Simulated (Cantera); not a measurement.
Charge: 1 mol N2O, 0.44 mol SO2, equilibrated at 93.0 Pa.

Cantera equilibrium calculation (NASA polynomials, part measured and part estimated; ideal gas, pure solids and liquids). Candidate condensed phases: S; 17 gas species. Kinetics and transport are ignored.

Question: At 1575 K, list the 6 most abundant gas species with their mole fractions, and the condensed phases.

Answer: N2 0.515, O2 0.257, SO2 0.227, NO 0.00155, O 0.000178, SO3 9.10e-5. Condensed: gas only.
